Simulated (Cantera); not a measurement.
# Diamond growth

A diamond (100) surface in a fixed gas of H2 with x(CH4) = 0.0061, x(CH3) = 0.00025, at 1200 K, 4000 Pa; coverages are run to steady state.

Detailed kinetics in Cantera: the Harris–Goodwin 1993 mechanism for the reconstructed diamond (100) surface.

```csv
x(H),growth (µm/h),θ c6HH,θ c6H*,θ c6*H,θ c6**,θ c6HM
0.0001,0.126,0.615,0.0271,0.346,0.00458,0.00186
0.00024,0.332,0.528,0.0328,0.420,0.0103,0.00248
0.0006,0.715,0.477,0.0360,0.461,0.0178,0.00300
0.0015,1.36,0.453,0.0374,0.479,0.0242,0.00323
0.0036,2.43,0.442,0.0380,0.486,0.0279,0.00308
0.0087,4.19,0.438,0.0383,0.489,0.0298,0.00253
0.021,6.43,0.437,0.0385,0.491,0.0307,0.00173
0.052,8.52,0.437,0.0389,0.492,0.0312,0.000952
0.13,9.89,0.437,0.0396,0.492,0.0315,0.000448
```
θ: site fractions in the mechanism's names (c6HH fully hydrogenated, c6H* and c6*H radical sites, c6** diradical, c6HM methylated).
